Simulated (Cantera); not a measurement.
An isothermal, constant-pressure homogeneous reactor starts with H₂ : O₂ = 0.091 : 1 (molar parts), at 1200 K and 0.0263 atm.

Cantera simulation using GRI-Mech 3.0 (53 species, 325 reactions); the numbers are that mechanism's predictions, not measurements. Radical loss at walls, strong at low pressure, is not modelled. The temperature is held fixed by assumption; the heat of reaction is taken as removed at once.

x: mole fraction; the columns are a selection and need not sum to one.

```json
[
 {"t (s)": "3.00e-6", "x H₂": "0.0834", "x O₂": "0.917", "x HO₂": "4.21e-10", "x H₂O₂": "<1e-12", "x H": "3.96e-10"},
 {"t (s)": "9.53e-6", "x H₂": "0.0834", "x O₂": "0.917", "x HO₂": "___", "x H₂O₂": "<1e-12", "x H": "1.13e-9"},
 {"t (s)": "3.02e-5", "x H₂": "0.0834", "x O₂": "0.917", "x HO₂": "___", "x H₂O₂": "<1e-12", "x H": "3.20e-9"},
 {"t (s)": "9.60e-5", "x H₂": "0.0834", "x O₂": "0.917", "x HO₂": "___", "x H₂O₂": "8.75e-12", "x H": "1.57e-8"},
 {"t (s)": "0.000305", "x H₂": "0.0834", "x O₂": "0.917", "x HO₂": "___", "x H₂O₂": "9.39e-11", "x H": "8.84e-7"},
 {"t (s)": "0.000968", "x H₂": "0.0205", "x O₂": "0.875", "x HO₂": "1.02e-5", "x H₂O₂": "7.31e-7", "x H": "0.0198"},
 {"t (s)": "0.00307", "x H₂": "0.00167", "x O₂": "0.873", "x HO₂": "9.86e-6", "x H₂O₂": "2.87e-7", "x H": "0.0113"},
 {"t (s)": "0.00976", "x H₂": "0.000689", "x O₂": "0.898", "x HO₂": "___", "x H₂O₂": "2.95e-7", "x H": "0.00276"},
 {"t (s)": "0.0310", "x H₂": "0.000116", "x O₂": "0.910", "x HO₂": "___", "x H₂O₂": "2.02e-7", "x H": "0.000184"},
 {"t (s)": "0.0984", "x H₂": "1.32e-5", "x O₂": "0.913", "x HO₂": "___", "x H₂O₂": "8.28e-8", "x H": "7.31e-6"},
 {"t (s)": "0.312", "x H₂": "1.80e-6", "x O₂": "0.913", "x HO₂": "___", "x H₂O₂": "2.67e-8", "x H": "3.83e-7"},
 {"t (s)": "0.992", "x H₂": "3.32e-7", "x O₂": "0.913", "x HO₂": "___", "x H₂O₂": "8.16e-9", "x H": "3.12e-8"},
 {"t (s)": "3.15", "x H₂": "7.65e-8", "x O₂": "0.913", "x HO₂": "___", "x H₂O₂": "2.51e-9", "x H": "3.53e-9"},
 {"t (s)": "10.0", "x H₂": "2.11e-8", "x O₂": "0.913", "x HO₂": "___", "x H₂O₂": "8.20e-10", "x H": "5.18e-10"}
]
```

Task: Complete the blanks.

Result: 
- 9.53e-6, x HO₂: 1.34e-9
- 3.02e-5, x HO₂: 4.26e-9
- 9.60e-5, x HO₂: 1.36e-8
- 0.000305, x HO₂: 5.30e-8
- 0.00976, x HO₂: 8.07e-6
- 0.0310, x HO₂: 3.80e-6
- 0.0984, x HO₂: 9.20e-7
- 0.312, x HO₂: 1.80e-7
- 0.992, x HO₂: 4.07e-8
- 3.15, x HO₂: 1.41e-8
- 10.0, x HO₂: 1.12e-8
